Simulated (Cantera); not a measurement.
Feed: 1 mol Si₃N₄, 0.01 mol O₂, 20 mol N₂, equilibrated at 1475 K and 0.160 Pa.

These are equilibrium values from Cantera (NASA tables, ideal gas, pure condensed phases), not measurements of a reactor. The numbers say what is thermodynamically allowed, not how fast it happens.

```json
[
 {"species": "N₂", "before": "0.995", "after": "0.963"},
 {"species": "Si", "before": "0.00359", "after": "0.0359"},
 {"species": "SiO", "before": "0.000905", "after": "0.000876"},
 {"species": "Si₂", "before": "3.83e-6", "after": "7.63e-5"},
 {"species": "Si₃", "before": "6.59e-7", "after": "1.60e-5"},
 {"species": "Si₂N", "before": "9.46e-6", "after": "6.90e-5"},
 {"species": "SiN", "before": "6.50e-6", "after": "4.22e-5"},
 {"species": "Si(s), mol", "before": "2.90", "after": "2.15"}
]
```
Gas species are given as mole fractions.

### Question
What was changed between the two runs?
(A) temperature from 1475 K to 1575 K
(B) pressure from 0.160 Pa to 0.133 bar
(C) pressure from 0.160 Pa to 95.0 Pa
(D) pressure from 0.160 Pa to 1.33 mbar

### Answer
A, temperature from 1475 K to 1575 K. The tables' values for SiN are old estimates; treat these amounts as uncertain
